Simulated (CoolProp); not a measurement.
Saturated liquid density (kg/m³) of hydrogen chloride: the reference equation beside estimates from Tc = 324.7 K, pc = 8314 kPa, ω = 0.130. Rackett uses Z = 0.29056 − 0.08775 ω.

Values from CoolProp's reference Helmholtz-energy equation of state, Thol 2018.

```
T (K)  reference  Rackett  van der Waals  Redlich-Kwong  Soave-Redlich-Kwong
-----  ---------  -------  -------------  -------------  -------------------
191.4       1177     1082          697.1           1027                 1036
199.8       1156     1062          684.8           1006                 1017
208.1       1134     1042          672.2          984.3                996.1
216.4       1112     1022          659.1          961.2                974.4
224.7       1089     1000          645.3          937.0                951.3
233.1       1064    978.1          630.7          911.0                926.5
241.4       1039    955.1          615.5          883.9                900.3
249.7       1012    931.0          599.5          855.1                872.3
258        984.3    905.6          582.4          824.5                842.2
266.3      954.3    878.6          564.2          791.6                809.6
274.7      921.5    849.3          544.3          755.7                773.8
283        886.1    817.8          522.8          717.1                734.8
```

Absolute difference from the reference over all 12 rows, mean and median: Rackett 8.0 and 8.1 %, van der Waals 40.8 and 40.8 %, Redlich-Kwong 15.1 and 14.7 %, Soave-Redlich-Kwong 13.7 and 13.1 %.
